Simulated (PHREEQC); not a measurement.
A solution holds 0.012 mol ZnCl2, 0.021 mol NaOH and 0.056 mol HCl per kg of water, at 25 °C. It is in equilibrium with CO2 at log p = -3.4 (atm). Otherwise closed; pH follows from the charge balance.

Model: ion-association model, phreeqc.dat, run in PHREEQC.

The ionic strength comes out as 0.0900 mol/kgw. What activity coefficients do Zn+2, H+, Na+, Cl-, ZnCl3- get?

Zn+2 0.39, H+ 0.83, Na+ 0.79, Cl- 0.77, ZnCl3- 0.78.

No solid was allowed to form.
